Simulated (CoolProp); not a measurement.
Properties of toluene along the isobar 2.17 MPa.

Values from CoolProp's reference Helmholtz-energy equation of state, Lemmon 2006. It is a short technical equation, of lower accuracy than the large ones.

| T (°C) | phase | isothermal compressibility (1/MPa) | viscosity (µPa s) | fugacity coefficient |
|---|---|---|---|---|
| 134.85 | liquid | 0.002190 | 214 | ___ |
| 151.15 | liquid | 0.002579 | 192 | 0.1286 |
| 167.45 | liquid | 0.003081 | 173 | 0.1783 |
| 183.75 | liquid | 0.003747 | 156 | 0.2394 |
| 200.05 | liquid | 0.004664 | 141 | 0.3126 |
| 216.35 | liquid | ___ | 127 | 0.3980 |
| 232.65 | liquid | 0.008052 | 114 | 0.4952 |
| 248.95 | liquid | ___ | 101 | 0.6032 |
| 265.35 | liquid | 0.01912 | 87.6 | 0.7212 |
| 281.65 | gas | 0.7578 | 13.4 | 0.7661 |
| 297.95 | gas | 0.6778 | 13.7 | 0.7887 |
| 314.25 | gas | 0.6311 | 14.0 | 0.8082 |
| 330.55 | gas | 0.6000 | 14.4 | 0.8253 |
| 346.85 | gas | 0.5775 | 14.7 | 0.8403 |

### Question
What belongs in the gaps?

### Answer

- 134.85, fugacity coefficient: 0.08956
- 216.35, isothermal compressibility (1/MPa): 0.005991
- 248.95, isothermal compressibility (1/MPa): 0.01161

Viscosity comes from a separate model (Avgeri 2015).
